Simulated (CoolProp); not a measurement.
Computed with CoolProp (reference Helmholtz-energy equation of state, Lemmon 2003). It is a pseudo-pure fit of the blend.

Problem. For R507A, give the phase and the Z, cp (kJ/(kg K)), speed of sound (m/s) at 500 K and 16.8 bar; 500 K and 43.9 bar; 500 K and 185 bar.

Solution. 
- 500 K and 16.8 bar: gas; Z 0.960, cp 1.20, speed of sound 207
- 500 K and 43.9 bar: supercritical; Z 0.901, cp 1.26, speed of sound 199
- 500 K and 185 bar: supercritical; Z 0.830, cp 1.50, speed of sound 242
